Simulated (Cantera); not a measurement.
What does this Cantera script print?

```python
import numpy as np
import cantera as ct

gas = ct.Solution("gri30.yaml")
gas.TPX = 2625, 1333, {'CH4': 0.026, 'H2': 1, 'H': 0.15}
inlet = ct.Reservoir(gas, clone=True)

reactor = ct.IdealGasConstPressureReactor(gas, energy="off", clone=False)
exhaust = ct.Reservoir(gas, clone=True)
tau = [0.4, 0.22, 0.12, 0.065, 0.036, 0.019, 0.011, 0.0058, 0.0031, 0.0017, 0.00093][0]
for a, b in ((inlet, reactor), (reactor, exhaust)):
    ct.MassFlowController(a, b, mdot=lambda t: reactor.mass / tau)
net = ct.ReactorNet([reactor])
show = ['CH4', 'H2', 'H', 'C2H6', 'C2H4', 'C2H']

rows = []
print(f"{'tau/s':>10s}{'T/K':>9s}" + "".join(f"{s:>11s}" for s in show))
for tau in [0.4, 0.22, 0.12, 0.065, 0.036, 0.019, 0.011, 0.0058, 0.0031, 0.0017, 0.00093]:
    net.initial_time = 0.0
    net.advance(30 * tau)
    before = gas.X
    net.advance(40 * tau)
    drift = np.max(np.abs(gas.X - before) / (gas.X + 1e-9))
    rows.append([gas.T, *gas[show].X, drift])
    print(f"{tau:10.3e}{gas.T:9.1f}" + "".join(f"{x:11.3e}" for x in gas[show].X))
```

It prints:

```
     tau/s      T/K        CH4         H2          H       C2H6       C2H4        C2H
 4.000e-01   2625.0  7.331e-06  7.630e-01  2.267e-01  2.231e-12  9.037e-08  2.699e-04
 2.200e-01   2625.0  1.568e-05  7.946e-01  1.949e-01  9.155e-12  1.348e-07  2.274e-04
 1.200e-01   2625.0  3.456e-05  8.247e-01  1.645e-01  3.967e-11  2.176e-07  1.882e-04
 6.500e-02   2625.0  7.203e-05  8.485e-01  1.406e-01  1.550e-10  3.694e-07  1.578e-04
 3.600e-02   2625.0  1.329e-04  8.644e-01  1.244e-01  4.850e-10  6.352e-07  1.372e-04
 1.900e-02   2625.0  2.344e-04  8.756e-01  1.130e-01  1.403e-09  1.178e-06  1.220e-04
 1.100e-02   2625.0  3.585e-04  8.818e-01  1.066e-01  3.124e-09  2.031e-06  1.126e-04
 5.800e-03   2625.0  5.610e-04  8.862e-01  1.018e-01  7.302e-09  3.861e-06  1.040e-04
 3.100e-03   2625.0  8.381e-04  8.885e-01  9.903e-02  1.567e-08  7.161e-06  9.671e-05
 1.700e-03   2625.0  1.201e-03  8.893e-01  9.767e-02  3.106e-08  1.266e-05  8.983e-05
 9.300e-04   2625.0  1.686e-03  8.889e-01  9.732e-02  5.905e-08  2.167e-05  8.223e-05
```

Detailed kinetics in Cantera: GRI-Mech 3.0 (53 species, 325 reactions). GRI-Mech 3.0 stops at C3 and has no aromatics, soot or wall deposition, so with more carbon than oxygen in the feed, carbon stays in small species such as C2H2 where larger ones or solid carbon would form. Radical loss at walls, strong at low pressure, is not modelled.
